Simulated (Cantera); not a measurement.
Input (Python, Cantera) and output of one run.

```python
import numpy as np
import cantera as ct

gas_names = [...]  # 58 gases of nasa_gas.yaml made of F, H, N, O, Si
cond_names = """
    H2O(s) H2O(L) Si(cr) Si(L) SiO2(Lqz) SiO2(hqz) SiO2(L) Si2N2O(s) Si3N4(a)
""".split()


# ... load() reads the species with a 1 bar reference pressure and builds the phases ...
atoms = {
    'SiO2': {'Si': 1, 'O': 2},
    'NF3': {'N': 1, 'F': 3},
    'H2': {'H': 2},
}
top_T = {'Si2N2O(s)': 2100, 'Si3N4(a)': 2400}  # K; cautious upper limits of use, not melting points


# ... equilibrate(T, P, feed) seeds the gas with the atoms and calls Mixture.equilibrate('TP', solver="vcs", rtol=1e-11, max_steps=5000) ...
results = []
feed = {'SiO2': 1, 'NF3': 8.5, 'H2': 0.32}  # mol
T = 1675  # K
P = 1700  # Pa
mix = equilibrate(T, P, feed)
results.append((T, P, feed, dict(zip(mix.species_names, mix.species_moles))))
x = sorted(zip(gas.X, gas.species_names), reverse=True)
print(f"T = {T:g} K  P = {P:g} Pa  gas = {mix.phase_moles(0):.4g} mol")
print("   x: " + "  ".join(f"{s} {v:.3e}" for v, s in x if v > 1e-05))
print("   condensed (mol): " + ("  ".join(f"{mix.phase(i).name} {mix.phase_moles(i):.4g}"
      for i in range(1, mix.n_phases) if mix.phase_moles(i) > 1e-12) or "none"))
```

Result:

```
T = 1675 K  P = 1700 Pa  gas = 27.74 mol
   x: F 7.513e-01  N2 1.530e-01  SiF4 3.605e-02  O2 3.578e-02  HF 2.307e-02  NO 4.789e-04  F2 3.178e-04  O 4.956e-05
   condensed (mol): none
```

These are equilibrium values from Cantera (NASA tables, ideal gas, pure condensed phases), not measurements of a reactor.
